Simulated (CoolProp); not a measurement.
Sulfur dioxide along the isotherm 31.45 °C: density (kg/m³) from the reference equation and from simpler models built on Tc = 157.5 °C, pc = 7.887 MPa, ω = 0.256; each cubic takes its own stable root.

The numbers come from the reference Helmholtz-energy equation of state, Gao 2016 in CoolProp.

```csv
p (MPa),phase,reference,Redlich-Kwong,Peng-Robinson
0.789,liquid,1349,1159,1367
1.58,liquid,1351,1162,1369
2.37,liquid,1353,1165,1372
3.15,liquid,1355,1167,1374
3.94,liquid,1357,1170,1376
4.73,liquid,1358,1173,1378
5.52,liquid,1360,1176,1380
6.31,liquid,1362,1178,1382
7.1,liquid,1364,1181,1384
7.89,liquid,1365,1184,1386
8.68,liquid,1367,1186,1387
9.46,liquid,1369,1189,1389
10.3,liquid,1370,1191,1391
11,liquid,1372,1193,1393
11.8,liquid,1373,1196,1395
```
